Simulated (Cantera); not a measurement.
**Equilibrium for aluminium nitride and oxide growth: Al + N2O + N2**

A closed system holds: 1 mol Al, a varied amount of N2O, 2.5 mol N2, at 1325 K and 0.133 bar.

These are equilibrium values from Cantera (NASA tables, ideal gas, pure condensed phases), not measurements of a reactor. Candidate condensed phases: Al, AlN, Al2O3; 16 gas species. Mutual solubility and eutectic melting of coexisting phases are not modelled. Kinetics and transport are ignored.

```csv
n(N2O) (mol),x N2,x O2,x NO,x NO2,x O,x N2O,n AlN(s),n Al2O3(s)
0.63,1.00,<1e-12,<1e-12,<1e-12,<1e-12,<1e-12,0.580,0.210
1.1,1.00,<1e-12,<1e-12,<1e-12,<1e-12,<1e-12,0.267,0.367
1.8,0.966,0.0336,0.000206,2.96e-7,1.38e-7,5.46e-9,0,0.500
2.9,0.885,0.115,0.000364,9.65e-7,2.55e-7,9.23e-9,0,0.500
4.9,0.813,0.187,0.000445,1.51e-6,3.26e-7,1.08e-8,0,0.500
8.2,0.761,0.238,0.000486,1.86e-6,3.68e-7,1.14e-8,0,0.500
14,0.725,0.274,0.000509,2.09e-6,3.95e-7,1.17e-8,0,0.500
23,0.703,0.296,0.000521,2.23e-6,4.11e-7,1.18e-8,0,0.500
```
x: gas mole fraction; n: condensed amount in mol.

From 0.63 mol N2O to 1.1 mol N2O the condensed part is AlN(s) + Al2O3(s). From 1.8 mol N2O to 23 mol N2O the condensed part is Al2O3(s).
